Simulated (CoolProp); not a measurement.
R1234ze(E) along the isotherm -23.35 °C: fugacity coefficient from the reference equation and from simpler models built on Tc = 109.4 °C, pc = 3.635 MPa, ω = 0.313; each cubic takes its own stable root.

Computed with CoolProp (reference Helmholtz-energy equation of state, Thol 2016).

| p (MPa) | phase | reference | Redlich-Kwong | Peng-Robinson |
|---|---|---|---|---|
| 0.0172 | gas | 0.9928 | 0.9948 | 0.9937 |
| 0.0354 | gas | 0.9851 | 0.9892 | 0.9871 |
| 0.0727 | gas | (withheld) | 0.9779 | 0.9736 |
| 0.149 | liquid | 0.5417 | 0.9547 | 0.5444 |
| 0.307 | liquid | (withheld) | (withheld) | (withheld) |
| 0.63 | liquid | 0.1307 | 0.2644 | (withheld) |
| 1.29 | liquid | 0.06564 | 0.1333 | (withheld) |
| 2.66 | liquid | 0.03372 | (withheld) | 0.03380 |
| 5.45 | liquid | 0.01849 | 0.03851 | (withheld) |

What belongs in the gaps?


- 0.0727, reference: 0.9695
- 0.307, reference: 0.2647
- 0.307, Redlich-Kwong: 0.5341
- 0.307, Peng-Robinson: 0.2660
- 0.63, Peng-Robinson: 0.1313
- 1.29, Peng-Robinson: 0.06590
- 2.66, Redlich-Kwong: 0.06906
- 5.45, Peng-Robinson: 0.01848

At some of these states Redlich-Kwong gives the other phase, because its saturation line lies elsewhere.
